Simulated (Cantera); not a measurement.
# Thermodynamics of silicon oxide and oxynitride deposition, feed Si2H6 + H2O

A closed system holds: 1 mol Si2H6, a varied amount of H2O, held at 723.15 K and 1000 Pa.

Equilibrium computed with Cantera from the NASA thermochemical tables; the gas is ideal and each condensed phase is pure. Candidate condensed phases: H2O, Si, SiO2; 18 gas species. The feed counts by its element totals alone. Kinetics and transport are ignored.

| n(H2O) (mol) | x H2 | x H2O | x SiH4 | n Si(s) | n SiO2(α-quartz) |
|---|---|---|---|---|---|
| 3.7 | 1.00 | <1e-12 | 1.38e-9 | 0.150 | 1.85 |
| 4.9 | 0.886 | 0.114 | <1e-12 | 0 | 2.00 |
| 6.3 | 0.753 | 0.247 | <1e-12 | 0 | 2.00 |
| 8.2 | 0.625 | 0.375 | <1e-12 | 0 | 2.00 |
| 11 | 0.500 | 0.500 | <1e-12 | 0 | 2.00 |
| 14 | 0.412 | 0.588 | <1e-12 | 0 | 2.00 |
| 18 | 0.333 | 0.667 | <1e-12 | 0 | 2.00 |
| 24 | 0.259 | 0.741 | <1e-12 | 0 | 2.00 |
x: gas mole fraction; n: condensed amount in mol.

At 3.7 mol H2O the condensed part is Si(s) + SiO2(α-quartz). From 4.9 mol H2O to 24 mol H2O the condensed part is SiO2(α-quartz).
